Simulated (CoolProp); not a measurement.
Saturation properties of n-perfluorobutane (Tc = 113.2 °C, pc = 23.22 bar, ω = 0.372).

Model: reference Helmholtz-energy equation of state, Gao 2022, in CoolProp.

```csv
T (°C),p (bar),liquid density (kg/m³),liquid cp (kJ/(kg K))
-31.35,0.2607,1698,1.068
-28.95,0.2958,1690,1.071
-26.55,0.3346,1681,[?]
-24.15,[?],1673,1.077
-21.75,0.4245,1665,1.080
-19.35,0.4762,1657,[?]
-16.95,0.5327,1648,1.085
-14.55,0.5944,1640,1.088
-12.15,0.6616,1632,[?]
-9.85,[?],1624,1.094
-7.45,[?],[?],1.097
-5.05,0.8958,[?],1.101
-2.65,0.9881,1598,1.104
-0.25,1.088,1590,1.107
```

Task: Fill in the missing entries.

Result: 
- -26.55, liquid cp (kJ/(kg K)): 1.074
- -24.15, p (bar): 0.3774
- -19.35, liquid cp (kJ/(kg K)): 1.082
- -12.15, liquid cp (kJ/(kg K)): 1.091
- -9.85, p (bar): 0.7314
- -7.45, p (bar): 0.8104
- -7.45, liquid density (kg/m³): 1615
- -5.05, liquid density (kg/m³): 1607

It boils at -2.0 °C under 1 atm.
